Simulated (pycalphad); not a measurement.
Computed with pycalphad from the COST 507 light-alloy database (1999), at 1 atm. The data set is of 1999 and partly superseded. Phase fractions are per mole of atoms.

Give the equilibrium state of Sn-35.24Si (wt.%) at 357 °C.


```
T = 630.00 K, P = 101325 Pa, N = 1 mol of atoms
G = -21885 J/mol, H = 10297 J/mol, S = 51.08 J/(mol K)  (SER reference)
chemical potentials (J/mol): Sn -37956, Si -14898
phase             fraction      x(Sn)      x(Si)
DIAMOND_A4          0.6970   3.26e-07     1.0000
LIQUID              0.3030     1.0000   1.44e-05
```

DIAMOND_A4 is diamond (Si).
